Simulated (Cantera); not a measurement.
An isothermal, constant-pressure homogeneous reactor starts with CH4 : H2O = 1 : 2 (molar parts), at 1548 K and 1.00 bar. Integrator tolerance rtol = 1e-08.

Detailed kinetics in Cantera: GRI-Mech 3.0 (53 species, 325 reactions).

What does this change do: temperature 1548 to 2173 K?


| quantity | before | after |
|---|---|---|
| x(CH4) at 4.00 s | 0.0407 (gas-phase equilibrium 5.84e-7) | 3.29e-9 (gas-phase equilibrium 3.85e-9) |
| x(H2O) at 4.00 s | 0.324 (gas-phase equilibrium 0.181) | 0.188 (gas-phase equilibrium 0.188) |
| x(HCO) at 4.00 s | 2.78e-9 (gas-phase equilibrium 5.91e-9) | 1.76e-7 (gas-phase equilibrium 1.76e-7) |
| x(H) at 4.00 s | 2.15e-5 (gas-phase equilibrium 2.44e-5) | 0.00379 (gas-phase equilibrium 0.00379) |
| x(O2) at 4.00 s | 3.06e-12 (gas-phase equilibrium 1.08e-12) | 8.97e-8 (gas-phase equilibrium 8.97e-8) |
| x(C2H2) at 4.00 s | 0.0341 (gas-phase equilibrium 5.47e-12) | 1.61e-12 (gas-phase equilibrium 1.89e-12) |

What does this change do: temperature 1548 to 2025 K?


```tsv
quantity	before	after
x(CH4) at 4.00 s	0.0407 (gas-phase equilibrium 5.84e-7)	7.96e-9 (gas-phase equilibrium 9.48e-9)
x(H2O) at 4.00 s	0.324 (gas-phase equilibrium 0.181)	0.187 (gas-phase equilibrium 0.187)
x(HCO) at 4.00 s	2.78e-9 (gas-phase equilibrium 5.91e-9)	9.56e-8 (gas-phase equilibrium 9.56e-8)
x(H) at 4.00 s	2.15e-5 (gas-phase equilibrium 2.44e-5)	0.00152 (gas-phase equilibrium 0.00152)
x(O2) at 4.00 s	3.06e-12 (gas-phase equilibrium 1.08e-12)	1.15e-8 (gas-phase equilibrium 1.15e-8)
x(C2H2) at 4.00 s	0.0341 (gas-phase equilibrium 5.47e-12)	1.91e-12 (gas-phase equilibrium 2.28e-12)
```
